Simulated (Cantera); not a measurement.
Input (Python, Cantera):

```python
import numpy as np
import cantera as ct

gas = ct.Solution("h2o2.yaml")
gas.TPX = 1150, 860, {'H2': 0.28, 'O2': 1}
reactor = ct.IdealGasConstPressureReactor(gas, energy="off", clone=False)
net = ct.ReactorNet([reactor])
net.rtol, net.atol = 1e-08, 1e-18
show = ['H2', 'O2', 'O', 'H2O2', 'HO2', 'H2O', 'H']
times = np.geomspace(6e-05, 30, 11)

steps = ct.SolutionArray(gas, extra=["t"])
rows = []
print(f"{'t/s':>10s}{'T/K':>9s}{'P/Pa':>11s}" + "".join(f"{s:>11s}" for s in show))
for t in times:
    while net.time < t:
        t_next = net.step()
        steps.append(gas.state, t=t_next)
    rows.append([np.interp(t, steps.t, y) for y in (steps.T, steps.P, *steps(*show).X.T)])
    print(f"{t:10.3e}{rows[-1][0]:9.1f}{rows[-1][1]:11.4g}" + "".join(f"{x:11.3e}" for x in rows[-1][2:]))
rate = np.gradient(steps.T, steps.t)
print("integrator steps:", len(steps.t))
if steps.T.max() > steps.T[0] + 200:
    print(f"time of steepest temperature rise: {steps.t[rate.argmax()]:.4e} s")
gas.TPX = 1150, 860, {'H2': 0.28, 'O2': 1}
gas.equilibrate("TP")
print(f"equilibrium (TP): T = {gas.T:.1f} K  " + "  ".join(f"{s} {gas[s].X[0]:.3e}" for s in show))
```

It prints:

```
       t/s      T/K       P/Pa         H2         O2          O       H2O2        HO2        H2O          H
 6.000e-05   1150.0        860  2.187e-01  7.812e-01  5.010e-10  4.924e-13  2.264e-09  3.257e-10  2.087e-09
 2.229e-04   1150.0        860  2.187e-01  7.812e-01  6.492e-09  6.793e-12  8.427e-09  1.127e-08  1.316e-08
 8.278e-04   1150.0        860  2.187e-01  7.812e-01  9.553e-07  9.782e-11  3.654e-08  2.619e-06  1.690e-06
 3.075e-03   1150.0        860  1.668e-02  6.700e-01  6.309e-02  2.369e-07  6.268e-06  1.557e-01  8.430e-02
 1.142e-02   1150.0        860  8.105e-03  6.905e-01  5.206e-02  2.211e-07  6.942e-06  1.914e-01  5.012e-02
 4.243e-02   1150.0        860  2.504e-03  7.380e-01  1.422e-02  3.194e-07  6.843e-06  2.336e-01  7.240e-03
 1.576e-01   1150.0        860  1.702e-04  7.530e-01  9.454e-04  1.903e-07  2.411e-06  2.446e-01  1.222e-04
 5.854e-01   1150.0        860  1.239e-05  7.542e-01  7.036e-05  5.505e-08  3.381e-07  2.454e-01  2.483e-06
 2.174e+00   1150.0        860  1.634e-06  7.543e-01  9.507e-06  1.541e-08  5.548e-08  2.455e-01  1.233e-07
 8.077e+00   1150.0        860  3.067e-07  7.544e-01  1.811e-06  4.371e-09  1.313e-08  2.456e-01  1.024e-08
 3.000e+01   1150.0        860  6.964e-08  7.544e-01  4.143e-07  1.249e-09  6.612e-09  2.456e-01  1.121e-09
integrator steps: 2266
equilibrium (TP): T = 1150.0 K  H2 1.319e-08  O2 7.544e-01  O 7.836e-08  H2O2 2.972e-10  HO2 9.348e-09  H2O 2.456e-01  H 9.300e-11
```

Computed with Cantera and the H2/O2 subset of GRI-Mech 3.0, which has no nitrogen chemistry. Radical loss at walls, strong at low pressure, is not modelled. The temperature is held fixed by assumption; the heat of reaction is taken as removed at once.
